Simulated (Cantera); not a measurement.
An adiabatic, constant-pressure homogeneous reactor starts with CH4 : O2 : N2 = 1 : 2.25 : 21.6 (molar parts), at 1700 K and 190000 Pa.

Cantera simulation using GRI-Mech 3.0 (53 species, 325 reactions); the numbers are that mechanism's predictions, not measurements.

One state of this run: T (K) = 2443; x CH4 = <1e-12; x O2 = 0.0107; x C2H2 = <1e-12; x HCN = 3.69e-11; x CO = 0.00643; x C2H6 = <1e-12. x: mole fraction; the columns are a selection and need not sum to one.

Which value of t (s) does it belong to?
A) 2.64e-5
B) 1.21
C) 0.000945
D) 8.69e-5

B, 1.21
